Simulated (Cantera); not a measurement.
What does this Cantera script print?

```python
import numpy as np
import cantera as ct

gas_names = """
    Fe FeO Fe(OH)2 H HO2 H2 H2O H2O2 H2S H2SO4 O OH O2 O3 S SH SO SO2 SO3 S2 S2O S8
""".split()
cond_names = """
    Fe(a) Fe(c) Fe(d) Fe(L) FeO(s) FeO(L) Fe(OH)2(s) Fe(OH)3(s) FeS(a) FeS(b) FeS(c) FeS(L) FeSO4(s)
    FeS2(s) Fe2O3(s) Fe2S3O12(s) Fe3O4(s) H2O(s) H2O(L) H2SO4(L) S(cr1) S(cr2) S(L)
""".split()


# ... load() reads the species with a 1 bar reference pressure and builds the phases ...
atoms = {
    'FeS': {'Fe': 1, 'S': 1},
    'H2S': {'H': 2, 'S': 1},
    'H2O': {'H': 2, 'O': 1},
}
top_T = {'FeSO4(s)': 950, 'FeS2(s)': 1010, 'Fe2O3(s)': 1830, 'Fe2S3O12(s)': 1100, 'Fe3O4(s)': 1870}  # K; cautious upper limits of use, not melting points


# ... equilibrate(T, P, feed) seeds the gas with the atoms and calls Mixture.equilibrate('TP', solver="vcs", rtol=1e-11, max_steps=5000) ...
results = []
feed = {'FeS': 1, 'H2S': 1.5, 'H2O': 8.3}  # mol
T = 1225  # K
P = 10000  # Pa
mix = equilibrate(T, P, feed)
results.append((T, P, feed, dict(zip(mix.species_names, mix.species_moles))))
x = sorted(zip(gas.X, gas.species_names), reverse=True)
print(f"T = {T:g} K  P = {P:g} Pa  gas = {mix.phase_moles(0):.4g} mol")
print("   x: " + "  ".join(f"{s} {v:.3e}" for v, s in x if v > 0.001))
print("   condensed (mol): " + ("  ".join(f"{mix.phase(i).name} {mix.phase_moles(i):.4g}"
      for i in range(1, mix.n_phases) if mix.phase_moles(i) > 1e-12) or "none"))
```

Result:

```
T = 1225 K  P = 10000 Pa  gas = 10.18 mol
   x: H2O 7.977e-01  H2 8.321e-02  H2S 8.177e-02  S2 2.811e-02  SO2 8.726e-03
   condensed (mol): FeS(c) 1
```

Equilibrium computed with Cantera from the NASA thermochemical tables; the gas is ideal and each condensed phase is pure. FeS: taken at fixed stoichiometry. Gases not in the tables: S3 to S7.
